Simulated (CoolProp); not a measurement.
Computed with CoolProp (reference Helmholtz-energy equation of state, Lemmon 2013).

Question: Give the vapour pressure (kPa), enthalpy of vaporisation (kJ/kg), liquid conductivity (mW/(m K)) of saturated propylene at 264.1 K.

Answer: 
```
T (K)  p (kPa)  enthalpy of vaporisation (kJ/kg)  liquid conductivity (mW/(m K))
-----  -------  --------------------------------  ------------------------------
264.1      441                               391                             128
```

Thermal conductivity comes from a separate model (Huber 2003), an estimate that may be off by 10 % or more.
